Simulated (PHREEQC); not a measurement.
Make-up at 25 °C: 0.0019 mol/kgw FeSO4, 0.15 mol/kgw CuCl2, 0.0067 mol/kgw HCl and 0.019 mol/kgw NaCl. Closed to the air; pH follows from the charge balance.

Computed with PHREEQC (ion-association model, phreeqc.dat).

Each row changes one thing in this solution. No solid was allowed to form.

| case | pH | ionic strength (mol/kgw) | Cl- (mol/kgw) | SI of Halite (NaCl) |
|---|---|---|---|---|
| as made | 2.29 | 0.423 | 0.297 | -4.14 |
| FeSO4 left out | 2.29 | 0.419 | 0.297 | -4.14 |
| NaCl from 0.019 to 0.0209 mol/kgw | 2.29 | 0.424 | 0.299 | -4.10 |
| CuCl2 left out | … | … | 0.0257 | -5.03 |
| CuCl2 from 0.15 to 0.135 mol/kgw | 2.29 | … | … | -4.18 |

### Question
Complete the blanks.

### Answer

- CuCl2 left out, pH: 2.26
- CuCl2 left out, ionic strength (mol/kgw): 0.0318
- CuCl2 from 0.15 to 0.135 mol/kgw, ionic strength (mol/kgw): 0.386
- CuCl2 from 0.15 to 0.135 mol/kgw, Cl- (mol/kgw): 0.271
